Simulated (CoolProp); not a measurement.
Saturation properties of R152A (Tc = 386.4 K, pc = 45.17 bar, ω = 0.275).

Computed with CoolProp (reference Helmholtz-energy equation of state, Outcalt 1996). It is a modified Benedict-Webb-Rubin equation, recast in Helmholtz form.

```
T (K)  p (bar)  vapour density (kg/m³)  vapour viscosity (µPa s)
-----  -------  ----------------------  ------------------------
221.1   0.2436                     [?]                      8.18
228.3      [?]                   1.299                      8.46
235.4   0.5296                   1.838                      8.73
242.5   0.7486                   2.541                       [?]
249.6    1.035                   3.443                      9.28
256.7      [?]                   4.580                      9.55
263.8    1.862                   5.994                      9.83
270.9      [?]                   7.732                      10.1
278.1    3.142                   9.880                      10.4
285.2    3.988                   12.44                       [?]
292.3      [?]                   15.50                      11.0
```

Q: What belongs in the gaps?

A: 
- 221.1, vapour density (kg/m³): 0.8895
- 228.3, p (bar): 0.3653
- 242.5, vapour viscosity (µPa s): 9.00
- 256.7, p (bar): 1.401
- 270.9, p (bar): 2.433
- 285.2, vapour viscosity (µPa s): 10.7
- 292.3, p (bar): 4.996

It boils at 249.1 K under 1 atm.

Viscosity comes from a separate model (Bell 2016), an estimate that may be off by 10 % or more.
